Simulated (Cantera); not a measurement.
What does this Cantera script print?

```python
import numpy as np
import cantera as ct

gas_names = """
    C CO CO2 C2 C2O C3 C3O2 C4 C5 Ca CaO Ca2 O O2 O3
""".split()
cond_names = """
    C(gr) Ca(a) Ca(b) Ca(L) CaCO3(caL) CaO(s) CaO(L)
""".split()


def load(file, names, dense=False):
    # The tables refer to 1 bar. Condensed volumes are neglected.
    table = {s.name: s for s in ct.Species.list_from_file(file)}
    out = []
    for n in names:
        d = dict(table[n].input_data)
        d["thermo"] = dict(d["thermo"], **{"reference-pressure": 1e5})
        if dense:
            d["equation-of-state"] = {"model": "constant-volume", "density": "1e6 g/cm^3"}
        out.append(ct.Species.from_dict(d))
    return out


gas = ct.Solution(thermo="ideal-gas", species=load("nasa_gas.yaml", gas_names))
cond = {s.name: ct.Solution(thermo="fixed-stoichiometry", species=[s], name=s.name)
        for s in load("nasa_condensed.yaml", cond_names, dense=True)}
atoms = {
    'CaO': {'Ca': 1, 'O': 1},
    'O2': {'O': 2},
    'CO2': {'C': 1, 'O': 2},
}
top_T = {'C(gr)': 4500}  # K; cautious upper limits of use, not melting points


def equilibrate(T, P, feed):
    n = {}
    for name, mol in feed.items():
        for a, k in atoms[name].items():
            n[a] = n.get(a, 0.0) + k * mol
    gas.TPX = T, P, n
    mass = sum(n.values()) * gas.mean_molecular_weight
    gas.equilibrate("TP")
    valid = [c for c in cond.values() if c.min_temp <= T <= top_T.get(c.name, c.max_temp)]
    mix = ct.Mixture([(gas, mass / gas.mean_molecular_weight)] + [(c, 0.0) for c in valid])
    mix.T, mix.P = T, P
    mix.equilibrate("TP", solver="vcs", rtol=1e-11, max_steps=5000)
    return mix


results = []
feed = {'CaO': 1, 'O2': 0.11, 'CO2': 0.14}  # mol
P = 100000  # Pa
for T in [848, 923, 998, 1073, 1148, 1223, 1298, 1373, 1448, 1523, 1598, 1673]:
    mix = equilibrate(T, P, feed)
    results.append((T, P, feed, dict(zip(mix.species_names, mix.species_moles))))

top = {s: max(r[3][s] / sum(r[3][g] for g in gas_names) for r in results) for s in gas_names}
cols = sorted((s for s in top if top[s] > 1e-06), key=lambda s: -top[s])[:8]
seen = [c for c in cond_names if any(r[3].get(c, 0) > 1e-12 for r in results)]
print("log10 of partial pressures in bar; condensed amounts in mol")
print(f"{'T/K':>10s}" + "".join(f"{s[:9]:>10s}" for s in cols + seen))
for T, P, feed, n in results:
    ng = sum(n[g] for g in gas_names)
    print(f"{T:10.4g}" + "".join(f"{np.log10(max(n[s] / ng * P / 1e5, 1e-99)):10.3f}" for s in cols)
          + "".join(f"{n.get(c, 0):10.4g}" for c in seen))
```

It prints:

```
log10 of partial pressures in bar; condensed amounts in mol
       T/K        O2       CO2        CO         O CaCO3(caL    CaO(s)
       848    -0.001    -2.868   -15.732   -12.167    0.1399    0.8601
       923    -0.004    -2.006   -13.452   -10.906    0.1389    0.8611
       998    -0.024    -1.278   -11.512    -9.842    0.1339    0.8661
      1073    -0.108    -0.656    -9.814    -8.959    0.1088    0.8912
      1148    -0.357    -0.252    -8.388    -8.279         0         1
      1223    -0.357    -0.252    -7.601    -7.572         0         1
      1298    -0.357    -0.252    -6.906    -6.946         0         1
      1373    -0.357    -0.252    -6.288    -6.388         0         1
      1448    -0.357    -0.252    -5.735    -5.888         0         1
      1523    -0.357    -0.252    -5.236    -5.437         0         1
      1598    -0.357    -0.252    -4.785    -5.027         0         1
      1673    -0.357    -0.252    -4.375    -4.654         0         1
```

Equilibrium computed with Cantera from the NASA thermochemical tables; the gas is ideal and each condensed phase is pure. Mutual solubility and eutectic melting of coexisting phases are not modelled.
